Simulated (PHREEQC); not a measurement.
Dissolve 0.19 mol/kgw H2SO4, 0.029 mol/kgw Li2SO4 and 0.28 mol/kgw MnSO4 at 43 °C. Closed to the air; pH follows from the charge balance.

The numbers come from PHREEQC with the ion-association model, wateq4f.dat.

Each row changes one thing in this solution. Precipitation was switched off in this run.

| case | pH | ionic strength (mol/kgw) | HSO4- (mol/kgw) | SO4-2 (mol/kgw) |
|---|---|---|---|---|
| as made | 1.13 | 0.739 | 0.281 | 0.0970 |
| diluted 10-fold with water | 1.82 | 0.0930 | 0.0198 | 0.0187 |
| MnSO4 replaced by MgSO4 at the same molality | 1.07 | 0.628 | 0.267 | 0.0765 |
| temperature from 43 to 15 °C | 1.03 | 0.833 | 0.257 | 0.132 |
| Li2SO4 left out | 1.09 | 0.697 | 0.273 | 0.0853 |
| temperature from 43 to 65 °C | 1.23 | 0.692 | 0.300 | 0.0759 |
| temperature from 43 to 25 °C | 1.06 | 0.795 | 0.265 | 0.118 |
| temperature from 43 to 90 °C | 1.37 | 0.663 | 0.322 | 0.0585 |

The ionic strength passes 0.7 mol/kgw, the rough limit of the ion-association models, in as made; temperature from 43 to 15 °C; temperature from 43 to 25 °C. Species that the database lacks are ignored. Away from 25 °C the constants follow the database's enthalpies or fits; those with neither stay at their 25 °C values.
